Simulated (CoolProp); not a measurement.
Saturation properties of R1234yf (Tc = 94.7 °C, pc = 3384 kPa, ω = 0.276).

Model: reference Helmholtz-energy equation of state, Lemmon 2022, in CoolProp.

```json
[
 {"T (°C)": "-25.85", "p (kPa)": "118.4", "enthalpy of vaporisation (kJ/kg)": "178.9", "vapour Z": "0.9491", "liquid viscosity (µPa s)": "277"},
 {"T (°C)": "-16.75", "p (kPa)": "171.6", "enthalpy of vaporisation (kJ/kg)": "173.7", "vapour Z": "0.9341", "liquid viscosity (µPa s)": "245"},
 {"T (°C)": "-7.65", "p (kPa)": "241.7", "enthalpy of vaporisation (kJ/kg)": "168.3", "vapour Z": "0.9164", "liquid viscosity (µPa s)": "218"},
 {"T (°C)": "1.45", "p (kPa)": "331.7", "enthalpy of vaporisation (kJ/kg)": "162.5", "vapour Z": "?", "liquid viscosity (µPa s)": "194"},
 {"T (°C)": "10.45", "p (kPa)": "443.8", "enthalpy of vaporisation (kJ/kg)": "156.4", "vapour Z": "0.8730", "liquid viscosity (µPa s)": "174"},
 {"T (°C)": "19.55", "p (kPa)": "584.1", "enthalpy of vaporisation (kJ/kg)": "?", "vapour Z": "0.8464", "liquid viscosity (µPa s)": "155"},
 {"T (°C)": "28.65", "p (kPa)": "755.3", "enthalpy of vaporisation (kJ/kg)": "142.5", "vapour Z": "0.8164", "liquid viscosity (µPa s)": "139"},
 {"T (°C)": "37.75", "p (kPa)": "961.6", "enthalpy of vaporisation (kJ/kg)": "134.5", "vapour Z": "0.7825", "liquid viscosity (µPa s)": "124"},
 {"T (°C)": "46.85", "p (kPa)": "1207", "enthalpy of vaporisation (kJ/kg)": "125.7", "vapour Z": "0.7442", "liquid viscosity (µPa s)": "110"},
 {"T (°C)": "55.85", "p (kPa)": "1494", "enthalpy of vaporisation (kJ/kg)": "?", "vapour Z": "0.7010", "liquid viscosity (µPa s)": "97.9"}
]
```

Task: Complete the blanks.

Result: 
- 1.45, vapour Z: 0.8960
- 19.55, enthalpy of vaporisation (kJ/kg): 149.8
- 55.85, enthalpy of vaporisation (kJ/kg): 115.7

It boils at -29.5 °C under 1 atm.

Viscosity comes from a separate model (Bell 2016), an estimate that may be off by 10 % or more.
